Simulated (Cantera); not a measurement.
Charge: 1 mol MgO, 5.4 mol F₂, at 1402 °C.

Equilibrium computed with Cantera from the NASA thermochemical tables; the gas is ideal and each condensed phase is pure. Candidate condensed phases: Mg, MgF₂, MgO; 14 gas species. Equilibrium is a limit: real reactors are often held back by kinetics, nucleation or transport.

x: gas mole fraction; n: condensed amount in mol.

```json
[
 {"P (Pa)": "1", "x F": "0.853", "x MgF₂": "0.0970", "x O₂": "0.0473", "x F₂": "2.41e-7", "x O": "0.00235", "x FO": "[?]", "n MgF₂(l)": "0"},
 {"P (Pa)": "3.60", "x F": "0.854", "x MgF₂": "0.0970", "x O₂": "0.0479", "x F₂": "8.69e-7", "x O": "0.00125", "x FO": "[?]", "n MgF₂(l)": "0"},
 {"P (Pa)": "13", "x F": "0.854", "x MgF₂": "0.0971", "x O₂": "0.0482", "x F₂": "3.14e-6", "x O": "0.000658", "x FO": "[?]", "n MgF₂(l)": "0"},
 {"P (Pa)": "46", "x F": "0.854", "x MgF₂": "0.0971", "x O₂": "0.0484", "x F₂": "1.11e-5", "x O": "0.000350", "x FO": "[?]", "n MgF₂(l)": "0"},
 {"P (Pa)": "170", "x F": "0.854", "x MgF₂": "0.0971", "x O₂": "0.0484", "x F₂": "4.11e-5", "x O": "0.000182", "x FO": "[?]", "n MgF₂(l)": "0"},
 {"P (Pa)": "600", "x F": "0.854", "x MgF₂": "0.0970", "x O₂": "0.0485", "x F₂": "0.000145", "x O": "9.71e-5", "x FO": "[?]", "n MgF₂(l)": "0"},
 {"P (Pa)": "2200", "x F": "0.910", "x MgF₂": "0.0374", "x O₂": "0.0518", "x F₂": "0.000604", "x O": "5.24e-5", "x FO": "[?]", "n MgF₂(l)": "0.639"},
 {"P (Pa)": "7700", "x F": "0.934", "x MgF₂": "0.0107", "x O₂": "0.0533", "x F₂": "0.00222", "x O": "2.84e-5", "x FO": "[?]", "n MgF₂(l)": "0.900"},
 {"P (Pa)": "28000", "x F": "0.935", "x MgF₂": "0.00294", "x O₂": "0.0540", "x F₂": "0.00810", "x O": "1.50e-5", "x FO": "[?]", "n MgF₂(l)": "0.973"},
 {"P (Pa)": "100000", "x F": "0.916", "x MgF₂": "0.000822", "x O₂": "0.0552", "x F₂": "0.0278", "x O": "8.02e-6", "x FO": "[?]", "n MgF₂(l)": "0.993"}
]
```

Question: Complete the blanks.

Answer: 
- 1, x FO: 2.15e-7
- 3.60, x FO: 4.11e-7
- 13, x FO: 7.83e-7
- 46, x FO: 1.48e-6
- 170, x FO: 2.84e-6
- 600, x FO: 5.34e-6
- 2200, x FO: 1.13e-5
- 7700, x FO: 2.19e-5
- 28000, x FO: 4.21e-5
- 100000, x FO: 7.88e-5
